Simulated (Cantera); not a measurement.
Cantera run:

```python
import numpy as np
import cantera as ct

gas_names = """
    Cs CsO CsOH Cs2 Cs2O Cs2O2H2 H HO2 H2 H2O H2O2 O OH O2 O3
""".split()
cond_names = """
    Cs(cr) Cs(L) CsOH(a) CsOH(b) CsOH(c) CsOH(L) H2O(s) H2O(L)
""".split()


# ... load() reads the species with a 1 bar reference pressure and builds the phases ...
atoms = {
    'CsOH': {'Cs': 1, 'O': 1, 'H': 1},
    'H2O': {'H': 2, 'O': 1},
    'H2': {'H': 2},
}
top_T = {}  # K; cautious upper limits of use, not melting points


# ... equilibrate(T, P, feed) seeds the gas with the atoms and calls Mixture.equilibrate('TP', solver="vcs", rtol=1e-11, max_steps=5000) ...
results = []
feed = {'CsOH': 1, 'H2O': 0.12, 'H2': 0.034}  # mol
P = 1800  # Pa
for T in [898, 948, 998, 1048, 1098, 1148, 1198, 1248, 1298]:
    mix = equilibrate(T, P, feed)
    results.append((T, P, feed, dict(zip(mix.species_names, mix.species_moles))))

top = {s: max(r[3][s] / sum(r[3][g] for g in gas_names) for r in results) for s in gas_names}
cols = sorted((s for s in top if top[s] > 1e-05), key=lambda s: -top[s])[:9]
seen = [c for c in cond_names if any(r[3].get(c, 0) > 1e-12 for r in results)]
print("log10 of partial pressures in bar; condensed amounts in mol")
print(f"{'T/K':>10s}" + "".join(f"{s[:9]:>10s}" for s in cols + seen))
for T, P, feed, n in results:
    ng = sum(n[g] for g in gas_names)
    print(f"{T:10.4g}" + "".join(f"{np.log10(max(n[s] / ng * P / 1e5, 1e-99)):10.3f}" for s in cols)
          + "".join(f"{n.get(c, 0):10.4g}" for c in seen))
```

Result:

```
log10 of partial pressures in bar; condensed amounts in mol
       T/K      CsOH       H2O   Cs2O2H2        H2        Cs   CsOH(L)
       898    -2.083    -2.365    -2.376    -2.920    -4.578    0.5327
       948    -1.909    -2.648    -2.560    -3.250    -4.017         0
       998    -1.854    -2.664    -2.929    -3.326    -3.742         0
      1048    -1.834    -2.660    -3.324    -3.400    -3.547         0
      1098    -1.830    -2.644    -3.708    -3.479    -3.401         0
      1148    -1.831    -2.626    -4.070    -3.572    -3.289         0
      1198    -1.834    -2.607    -4.406    -3.681    -3.202         0
      1248    -1.838    -2.591    -4.716    -3.809    -3.137         0
      1298    -1.841    -2.577    -5.002    -3.954    -3.089         0
```

Cantera equilibrium calculation (NASA polynomials, part measured and part estimated; ideal gas, pure solids and liquids).
